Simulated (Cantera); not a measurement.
Charge: 1 mol Si, 3.4 mol NF3, a varied amount of H2, equilibrated at 575 °C and 13.0 Pa.

These are equilibrium values from Cantera (NASA tables, ideal gas, pure condensed phases), not measurements of a reactor. Candidate condensed phases: Si, Si3N4; 37 gas species. Rates play no part.

x: gas mole fraction; nothing condenses.

| n(H2) (mol) | x H2 | x HF | x F | x N2 | x SiF4 | x F2 | x NF3 |
|---|---|---|---|---|---|---|---|
| 0.22 | <1e-12 | 0.0551 | 0.493 | 0.213 | 0.125 | 0.114 | 1.53e-5 |
| 0.54 | <1e-12 | (withheld) | (withheld) | 0.209 | 0.123 | (withheld) | (withheld) |
| 1.3 | <1e-12 | (withheld) | (withheld) | 0.200 | 0.118 | (withheld) | (withheld) |
| 3.3 | 0.0220 | 0.681 | <1e-12 | 0.187 | 0.110 | <1e-12 | <1e-12 |
| 8.2 | 0.364 | 0.443 | <1e-12 | 0.121 | 0.0714 | <1e-12 | <1e-12 |
| 20 | 0.655 | 0.240 | <1e-12 | 0.0659 | 0.0388 | <1e-12 | <1e-12 |
| 50 | 0.841 | 0.111 | <1e-12 | 0.0305 | 0.0179 | <1e-12 | <1e-12 |

Q: Some entries are withheld; supply them.

A: 
- 1.3, x HF: 0.307
- 1.3, x F: 0.326
- 1.3, x F2: 0.0495
- 1.3, x NF3: 4.28e-6
- 0.54, x HF: 0.133
- 0.54, x F: 0.444
- 0.54, x F2: 0.0921
- 0.54, x NF3: 1.11e-5
